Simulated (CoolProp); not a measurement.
Methane at 298.15 K and 2.29 MPa flows at 5.8 m/s in a round tube of 2 mm bore and 0.25 µm roughness, fully developed (64/Re and Nu = 3.66 if laminar; Colebrook and Gnielinski if turbulent). Each further row changes one setting.

Model: reference Helmholtz-energy equation of state, Setzmann 1991, in CoolProp.

| case | Reynolds number | Darcy friction factor | pressure drop (Pa/m) | heat-transfer coefficient (W/(m² K)) | mass flow (kg/h) |
|---|---|---|---|---|---|
| as stated | 15500 | 0.0278 | 3610 | 785 | (withheld) |
| velocity 11.6 m/s | 31000 | 0.0236 | 12300 | (withheld) | 2.02 |
| diameter 4 mm | 31000 | (withheld) | 1520 | 678 | (withheld) |

Problem. Fill in the missing entries.

Solution. 
- as stated, mass flow (kg/h): 1.01
- velocity 11.6 m/s, heat-transfer coefficient (W/(m² K)): 1370
- diameter 4 mm, Darcy friction factor: 0.0235
- diameter 4 mm, mass flow (kg/h): 4.05

Viscosity comes from a separate model (Quiñones-Cisneros 2006). Thermal conductivity comes from a separate model (Friend 1989).
